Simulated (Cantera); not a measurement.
## Gas activation for diamond growth

An isothermal, constant-pressure homogeneous reactor starts with CH₄ : H₂ : CO₂ = 0.014 : 1 : 0.005 (molar parts), at 1423 K and 105 Torr.

Detailed kinetics in Cantera: GRI-Mech 3.0 (53 species, 325 reactions). GRI-Mech 3.0 stops at C3 and has no aromatics, soot or wall deposition, so with more carbon than oxygen in the feed, carbon stays in small species such as C2H2 where larger ones or solid carbon would form.

| t (s) | x CH₄ | x H₂ | x CO₂ | x CH₂CO | x H₂O | x CH₂ | x HO₂ |
|---|---|---|---|---|---|---|---|
| 9.00e-5 | 0.0137 | 0.981 | 0.00491 | <1e-12 | 1.26e-10 | <1e-12 | <1e-12 |
| 0.000263 | 0.0137 | 0.981 | 0.00491 | <1e-12 | 1.12e-9 | <1e-12 | <1e-12 |
| 0.000769 | 0.0137 | 0.981 | 0.00491 | <1e-12 | 9.69e-9 | <1e-12 | <1e-12 |
| 0.00225 | 0.0137 | 0.981 | 0.00491 | <1e-12 | 8.32e-8 | <1e-12 | <1e-12 |
| 0.00658 | 0.0137 | 0.981 | 0.00491 | <1e-12 | 7.09e-7 | 1.02e-12 | <1e-12 |
| 0.0192 | 0.0137 | 0.981 | 0.00490 | <1e-12 | 5.93e-6 | 7.97e-12 | <1e-12 |
| 0.0562 | 0.0137 | 0.981 | 0.00486 | 3.22e-12 | 4.36e-5 | 3.91e-11 | <1e-12 |
| 0.164 | 0.0137 | 0.981 | 0.00470 | 2.60e-11 | 0.000210 | 5.99e-11 | <1e-12 |
| 0.480 | 0.0137 | 0.981 | 0.00422 | 9.50e-11 | 0.000686 | 6.02e-11 | <1e-12 |
| 1.40 | 0.0137 | 0.980 | 0.00309 | 2.73e-10 | 0.00182 | 6.02e-11 | <1e-12 |
| 4.11 | 0.0135 | 0.978 | 0.00124 | 6.40e-10 | 0.00367 | 5.99e-11 | <1e-12 |
| 12.0 | 0.0131 | 0.977 | 9.39e-5 | 1.15e-9 | 0.00481 | 5.89e-11 | <1e-12 |
| 35.1 | 0.0122 | 0.977 | 1.08e-5 | 1.89e-9 | 0.00489 | 5.65e-11 | <1e-12 |
| 103 | 0.0110 | 0.978 | 1.08e-5 | 2.86e-9 | 0.00487 | 5.32e-11 | <1e-12 |
| 300 | 0.0105 | 0.978 | 1.07e-5 | 3.21e-9 | 0.00481 | 5.17e-11 | <1e-12 |
x: mole fraction; the columns are a selection and need not sum to one.

Equilibrium at this temperature and pressure: CH₄ 0.00724, H₂ 0.982, CO₂ 1.25e-9, CH₂CO 7.02e-10, H₂O 2.86e-7, CH₂ 3.53e-11, HO₂ <1e-12 (gas phase only).
